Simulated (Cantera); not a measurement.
An adiabatic, constant-volume homogeneous reactor starts with CO : H₂ : O₂ : N₂ = 1 : 0.047 : 1.69 : 6.35 (molar parts), equivalence ratio 0.31, at 1650 K and 4.00 bar. Integrator tolerance rtol = 1e-08.

Model: GRI-Mech 3.0 (53 species, 325 reactions), integrated in Cantera. The hydrogen kinetics of GRI-Mech 3.0 are dated; newer H2 mechanisms differ, most at raised pressure.

Q: What does this change do: constant pressure in place of constant volume?

A: 
| quantity | before | after |
|---|---|---|
| time of steepest temperature rise | 29.4 µs | 28.0 µs |
| temperature at 10.0 s | 2570 K | 2434 K |
| equilibrium temperature | 2570 K | 2434 K |
| x(CO) at 10.0 s | 0.00671 (gas-phase equilibrium 0.00671) | 0.00405 (gas-phase equilibrium 0.00405) |
| x(H₂) at 10.0 s | 4.15e-5 (gas-phase equilibrium 4.15e-5) | 2.78e-5 (gas-phase equilibrium 2.78e-5) |
| x(O₂) at 10.0 s | 0.127 (gas-phase equilibrium 0.127) | 0.129 (gas-phase equilibrium 0.129) |
| x(OH) at 10.0 s | 0.00211 (gas-phase equilibrium 0.00211) | 0.00158 (gas-phase equilibrium 0.00158) |
| x(HO₂) at 10.0 s | 3.79e-6 (gas-phase equilibrium 3.79e-6) | 2.53e-6 (gas-phase equilibrium 2.53e-6) |
| x(H₂O) at 10.0 s | 0.00432 (gas-phase equilibrium 0.00432) | 0.00463 (gas-phase equilibrium 0.00463) |
| x(H₂O₂) at 10.0 s | 3.05e-8 (gas-phase equilibrium 3.05e-8) | 2.02e-8 (gas-phase equilibrium 2.02e-8) |

Q: What does this change do: pressure from 4.00 bar to 0.560 bar?

A: 
```tsv
quantity	before	after
time of steepest temperature rise	29.4 µs	0.221 ms
temperature at 10.0 s	2570 K	2502 K
equilibrium temperature	2570 K	2502 K
x(CO) at 10.0 s	0.00671 (gas-phase equilibrium 0.00671)	0.0121 (gas-phase equilibrium 0.0121)
x(H₂) at 10.0 s	4.15e-5 (gas-phase equilibrium 4.15e-5)	7.31e-5 (gas-phase equilibrium 7.31e-5)
x(O₂) at 10.0 s	0.127 (gas-phase equilibrium 0.127)	0.129 (gas-phase equilibrium 0.129)
x(OH) at 10.0 s	0.00211 (gas-phase equilibrium 0.00211)	0.00269 (gas-phase equilibrium 0.00269)
x(HO₂) at 10.0 s	3.79e-6 (gas-phase equilibrium 3.79e-6)	1.86e-6 (gas-phase equilibrium 1.86e-6)
x(H₂O) at 10.0 s	0.00432 (gas-phase equilibrium 0.00432)	0.00389 (gas-phase equilibrium 0.00389)
x(H₂O₂) at 10.0 s	3.05e-8 (gas-phase equilibrium 3.05e-8)	8.90e-9 (gas-phase equilibrium 8.90e-9)
```

Q: What does this change do: initial temperature 1650 to 1773 K?

A: 
```
quantity                                                            before                                    after
---------------------------------  ---------------------------------------  ---------------------------------------
time of steepest temperature rise                                  29.4 µs                                  23.8 µs
temperature at 10.0 s                                               2570 K                                   2641 K
equilibrium temperature                                             2570 K                                   2641 K
x(CO) at 10.0 s                    0.00671 (gas-phase equilibrium 0.00671)  0.00945 (gas-phase equilibrium 0.00945)
x(H₂) at 10.0 s                    4.15e-5 (gas-phase equilibrium 4.15e-5)  5.48e-5 (gas-phase equilibrium 5.48e-5)
x(O₂) at 10.0 s                        0.127 (gas-phase equilibrium 0.127)      0.126 (gas-phase equilibrium 0.126)
x(OH) at 10.0 s                    0.00211 (gas-phase equilibrium 0.00211)  0.00253 (gas-phase equilibrium 0.00253)
x(HO₂) at 10.0 s                   3.79e-6 (gas-phase equilibrium 3.79e-6)  4.29e-6 (gas-phase equilibrium 4.29e-6)
x(H₂O) at 10.0 s                   0.00432 (gas-phase equilibrium 0.00432)  0.00405 (gas-phase equilibrium 0.00405)
x(H₂O₂) at 10.0 s                  3.05e-8 (gas-phase equilibrium 3.05e-8)  3.22e-8 (gas-phase equilibrium 3.22e-8)
```
